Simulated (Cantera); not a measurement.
**Zr + N2O + H2 (tantalum, niobium, vanadium and zirconium in process gases)**

Charge: 1 mol Zr, a varied amount of N2O, 35 mol H2, held at 0.000825 Torr.

Equilibrium computed with Cantera from the NASA thermochemical tables; the gas is ideal and each condensed phase is pure. Candidate condensed phases: H2O, Zr, ZrN, ZrO2; 28 gas species. Mutual solubility and eutectic melting of coexisting phases are not modelled. ZrN: taken at fixed stoichiometry. Condensed phases not in the tables: solid solutions among these carbides, nitrides and lower oxides, N, O or C dissolved in the metal. Kinetics and transport are ignored.

Stable condensed phases:

```
T in K \ n(N2O) in mol
         0.22 0.29 0.37 0.48 0.63 0.81  1.1  1.4  1.8
   2248     A    A    A    A    A    A    A    A    A
   2198     A    A    A    A    A    A    A    B    B
   2148     A    A    A    A    A    A    B    B    B
   2098     C    C    C    C    A    A    B    B    B
   2048     D    C    C    C    C    C    B    B    B
   1998     D    D    C    C    C    C    B    B    B
   1948     D    D    C    E    E    E    E    E    B
   1898     D    D    E    E    E    E    E    E    E
   1848     F    F    F    E    E    E    E    E    E
   1798     F    F    F    E    E    E    E    E    E
```

A: gas only; B: ZrO2; C: ZrN; D: Zr + ZrN; E: ZrN + ZrO2; F: Zr + ZrN + ZrO2.
